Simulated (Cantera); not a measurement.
A perfectly stirred reactor is fed with C3H8 : O2 : N2 = 1 : 2.94 : 11.1 (molar parts), at 1.01 bar; it is adiabatic with a 400 K inlet, and is followed from long to short residence time, starting on the burning branch (τ in s: 0.091, 0.034, 0.012, 0.0046, 0.0017, 0.00063, 0.00023, 8.6e-05, 3.2e-05).

Computed with Cantera and GRI-Mech 3.0 (53 species, 325 reactions). GRI-Mech 3.0 was tuned for natural gas; its chemistry of propane as a main component is partial and can be far from experiment.

Task: What does this change do: O2 2.94 to 4.2 parts?

Result: 
| quantity | before | after |
|---|---|---|
| blow-out, bracketed by the residence times tried | burning at 0.630 ms, out at 0.230 ms | burning at 32.0 µs, the shortest tried |
| x(C3H8) at τ = 91.0 ms | 1.76e-6 | 7.67e-8 |
| x(O2) at τ = 91.0 ms | 0.000281 | 0.00312 |
| x(H2O) at τ = 91.0 ms | 0.128 | 0.188 |
| x(C2H6) at τ = 91.0 ms | 1.02e-6 | 1.02e-9 |
| x(H) at τ = 91.0 ms | 0.000510 | 0.00477 |
| x(C3H8) at τ = 1.70 ms | 5.81e-5 | 2.98e-6 |
| x(O2) at τ = 1.70 ms | 0.00474 | 0.00732 |
| x(H2O) at τ = 1.70 ms | 0.136 | 0.179 |
| x(C2H6) at τ = 1.70 ms | 2.32e-5 | 3.50e-8 |
| x(H) at τ = 1.70 ms | 0.00146 | 0.00895 |
